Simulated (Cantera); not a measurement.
Feed: 1 mol PbO, 0.033 mol O₂, 0.27 mol H₂, held at 63.0 Torr.

Equilibrium computed with Cantera from the NASA thermochemical tables; the gas is ideal and each condensed phase is pure. Candidate condensed phases: H₂O, Pb, PbO, PbO₂, Pb₃O₄; 12 gas species. Mutual solubility and eutectic melting of coexisting phases are not modelled. Equilibrium is a limit: real reactors are often held back by kinetics, nucleation or transport. All values below are at 827 °C.

Base state: H₂O 0.998, Pb 0.00144, H₂ 0.000206, PbO 7.37e-5 (mole fractions); condensed: Pb(l) + PbO(yellow).

Problem. What changes in the equilibrium state with this change: PbO replaced by HgO?

Solution. 
```tsv
species	before	after
Hg	0	0.600
O₂	<1e-9	0.239
H₂O	0.998	0.162
Pb	0.00144	0
H₂	0.000206	1.51e-9
PbO	7.37e-5	0
Pb(l), mol	0.204	0
PbO(yellow), mol	0.796	0
```
Further candidate phases: Hg, HgO.
